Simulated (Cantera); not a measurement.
## Low-pressure radical oxidation in H2/O2

A perfectly stirred reactor is fed with 1.83 % H2, 96.2 % O2, 1.92 % H2O, equivalence ratio 0.0095, at 10.00 Torr; it is held at 1200 K, and followed from long to short residence time.

Cantera simulation using GRI-Mech 3.0 (53 species, 325 reactions); the numbers are that mechanism's predictions, not measurements. Radical loss at walls, strong at low pressure, is not modelled.

| τ (s) | x H2 | x O2 | x H2O | x H2O2 | x O | x OH |
|---|---|---|---|---|---|---|
| 12 | 1.94e-5 | 0.962 | 0.0377 | 2.51e-8 | 0.000384 | 0.000336 |
| 4.6 | 3.50e-5 | 0.961 | 0.0376 | 3.29e-8 | 0.000716 | 0.000459 |
| 1.7 | 6.38e-5 | 0.960 | 0.0374 | 4.17e-8 | 0.00135 | 0.000632 |
| 0.65 | 0.000113 | 0.959 | 0.0372 | 5.03e-8 | 0.00241 | 0.000852 |
| 0.24 | 0.000201 | 0.957 | 0.0369 | 5.88e-8 | 0.00416 | 0.00114 |
| 0.092 | 0.000348 | 0.955 | 0.0363 | 6.65e-8 | 0.00647 | 0.00145 |
| 0.035 | 0.000618 | 0.952 | 0.0356 | 7.52e-8 | 0.00886 | 0.00179 |
| 0.013 | 0.00118 | 0.950 | 0.0346 | 8.90e-8 | 0.0104 | 0.00215 |
| 0.0049 | 0.00241 | 0.950 | 0.0330 | 1.11e-7 | 0.0103 | 0.00253 |
| 0.0019 | 0.00500 | 0.952 | 0.0302 | 1.33e-7 | 0.00856 | 0.00279 |
x: mole fraction; the columns are a selection and need not sum to one.
